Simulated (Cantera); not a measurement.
Cantera run:

```python
import numpy as np
import cantera as ct

gas_names = """
    C CH CH2 CH3 CH2OH CH3O CH4 CH3OH CO CO2 COOH C2 C2H CHCO,ketyl C2H2,acetylene C2H2,vinylidene
    CH2CO,ketene C2H3,vinyl CH3CO,acetyl C2H4 C2H4O,ethylen CH3CHO,ethanal CH3COOH (HCOOH)2 C2H5 C2H6
    CH3OCH3 C2H5OH C2O C3 C3H3,propargyl C3H4,allene C3H4,propyne C3H4,cyclo- C3H5,allyl C3H6,propylene
    C3H6,cyclo- C3H6O C3H7,n-propyl C3H7,i-propyl C3H8 C3H8O,1propanol C3H8O,2propanol C3O2 C4 C4H2
    C4H4,1,3-cyclo- C4H6,butadiene C4H6,2-butyne C4H6,cyclo- C4H8,1-butene C4H8,cis2-buten
    C4H8,tr2-butene C4H8,isobutene C4H8,cyclo- (CH3COOH)2 C4H9,n-butyl C4H9,i-butyl C4H9,s-butyl
    C4H9,t-butyl C4H10,isobutane C4H10,n-butane C5 C5H6,1,3cyclo- C5H8,cyclo- C5H10,1-pentene
    C5H10,cyclo- C5H11,pentyl C5H11,t-pentyl C5H12,n-pentane C5H12,i-pentane CH3C(CH3)2CH3 C6H2
    C6H5,phenyl C6H5O,phenoxy C6H6 C6H5OH,phenol C6H10,cyclo- C6H12,1-hexene C6H12,cyclo- C6H13,n-hexyl
    C7H7,benzyl C7H8 C7H8O,cresol C7H14,1-heptene C7H15,n-heptyl C7H16,n-heptane C8H8,styrene
    C8H10,ethylbenz C8H16,1-octene C8H17,n-octyl C8H18,isooctane C8H18,n-octane C9H19,n-nonyl
    C10H8,naphthale C10H21,n-decyl C12H9,o-bipheny C12H10,bipheny Fe FeC5O5 FeO Fe(OH)2 H HCO HO2 H2
    HCHO,formaldehy HCOOH H2O H2O2 O OH O2 O3
""".split()
cond_names = """
    C(gr) C6H6(L) C7H8(L) C8H18(L),n-octa Fe(a) Fe(c) Fe(d) Fe(L) FeC5O5(L) FeO(s) FeO(L) Fe(OH)2(s)
    Fe(OH)3(s) Fe2O3(s) Fe3O4(s) H2O(s) H2O(L)
""".split()


def load(file, names, dense=False):
    # The tables refer to 1 bar. Condensed volumes are neglected.
    table = {s.name: s for s in ct.Species.list_from_file(file)}
    out = []
    for n in names:
        d = dict(table[n].input_data)
        d["thermo"] = dict(d["thermo"], **{"reference-pressure": 1e5})
        if dense:
            d["equation-of-state"] = {"model": "constant-volume", "density": "1e6 g/cm^3"}
        out.append(ct.Species.from_dict(d))
    return out


gas = ct.Solution(thermo="ideal-gas", species=load("nasa_gas.yaml", gas_names))
cond = {s.name: ct.Solution(thermo="fixed-stoichiometry", species=[s], name=s.name)
        for s in load("nasa_condensed.yaml", cond_names, dense=True)}
atoms = {
    'Fe(CO)5': {'Fe': 1, 'C': 5, 'O': 5},
    'O2': {'O': 2},
    'H2': {'H': 2},
}
top_T = {'C(gr)': 4500, 'Fe2O3(s)': 1830, 'Fe3O4(s)': 1870}  # K; cautious upper limits of use, not melting points


def equilibrate(T, P, feed):
    n = {}
    for name, mol in feed.items():
        for a, k in atoms[name].items():
            n[a] = n.get(a, 0.0) + k * mol
    gas.TPX = T, P, n
    mass = sum(n.values()) * gas.mean_molecular_weight
    gas.equilibrate("TP")
    valid = [c for c in cond.values() if c.min_temp <= T <= top_T.get(c.name, c.max_temp)]
    mix = ct.Mixture([(gas, mass / gas.mean_molecular_weight)] + [(c, 0.0) for c in valid])
    mix.T, mix.P = T, P
    mix.equilibrate("TP", solver="vcs", rtol=1e-11, max_steps=5000)
    return mix


results = []
feed = {'Fe(CO)5': 1, 'O2': 0.012, 'H2': 0.16}  # mol
P = 101325  # Pa
for T in [1050, 1100, 1150, 1200, 1250, 1300, 1350, 1400, 1450, 1500, 1550, 1600]:
    mix = equilibrate(T, P, feed)
    results.append((T, P, feed, dict(zip(mix.species_names, mix.species_moles))))
    x = sorted(zip(gas.X, gas.species_names), reverse=True)
    print(f"T = {T:g} K  P = {P:g} Pa  gas = {mix.phase_moles(0):.4g} mol")
    print("   x: " + "  ".join(f"{s} {v:.3e}" for v, s in x if v > 1e-05))
    print("   condensed (mol): " + ("  ".join(f"{mix.phase(i).name} {mix.phase_moles(i):.4g}"
          for i in range(1, mix.n_phases) if mix.phase_moles(i) > 1e-12) or "none"))
```

Output:

```
T = 1050 K  P = 101325 Pa  gas = 4.508 mol
   x: CO 8.192e-01  CO2 1.454e-01  H2 3.075e-02  H2O 4.633e-03  CH4 5.486e-05
   condensed (mol): C(gr) 0.6519  Fe(a) 1
T = 1100 K  P = 101325 Pa  gas = 4.826 mol
   x: CO 8.952e-01  CO2 7.167e-02  H2 3.060e-02  H2O 2.483e-03  CH4 3.406e-05
   condensed (mol): C(gr) 0.3337  Fe(a) 1
T = 1150 K  P = 101325 Pa  gas = 5.003 mol
   x: CO 9.332e-01  CO2 3.481e-02  H2 3.058e-02  H2O 1.356e-03  CH4 2.218e-05
   condensed (mol): C(gr) 0.1568  Fe(a) 1
T = 1200 K  P = 101325 Pa  gas = 5.092 mol
   x: CO 9.513e-01  H2 3.063e-02  CO2 1.733e-02  H2O 7.661e-04  CH4 1.501e-05
   condensed (mol): C(gr) 0.06806  Fe(c) 1
T = 1250 K  P = 101325 Pa  gas = 5.135 mol
   x: CO 9.599e-01  H2 3.069e-02  CO2 8.984e-03  H2O 4.494e-04  CH4 1.049e-05
   condensed (mol): C(gr) 0.02439  Fe(c) 1
T = 1300 K  P = 101325 Pa  gas = 5.157 mol
   x: CO 9.641e-01  H2 3.073e-02  CO2 4.871e-03  H2O 2.737e-04
   condensed (mol): C(gr) 0.002495  Fe(c) 1
T = 1350 K  P = 101325 Pa  gas = 5.16 mol
   x: CO 9.646e-01  H2 3.073e-02  CO2 4.380e-03  H2O 2.742e-04
   condensed (mol): Fe(c) 1
T = 1400 K  P = 101325 Pa  gas = 5.16 mol
   x: CO 9.646e-01  H2 3.070e-02  CO2 4.352e-03  H2O 3.007e-04
   condensed (mol): Fe(c) 1
T = 1450 K  P = 101325 Pa  gas = 5.16 mol
   x: CO 9.647e-01  H2 3.068e-02  CO2 4.325e-03  H2O 3.272e-04
   condensed (mol): Fe(c) 1
T = 1500 K  P = 101325 Pa  gas = 5.16 mol
   x: CO 9.647e-01  H2 3.065e-02  CO2 4.298e-03  H2O 3.534e-04
   condensed (mol): Fe(c) 1
T = 1550 K  P = 101325 Pa  gas = 5.16 mol
   x: CO 9.647e-01  H2 3.063e-02  CO2 4.272e-03  H2O 3.793e-04
   condensed (mol): Fe(c) 1
T = 1600 K  P = 101325 Pa  gas = 5.16 mol
   x: CO 9.647e-01  H2 3.060e-02  CO2 4.246e-03  H2O 4.048e-04
   condensed (mol): Fe(c) 1
```

Equilibrium computed with Cantera from the NASA thermochemical tables; the gas is ideal and each condensed phase is pure. Condensed phases not in the tables: cementite and carbon dissolved in iron.
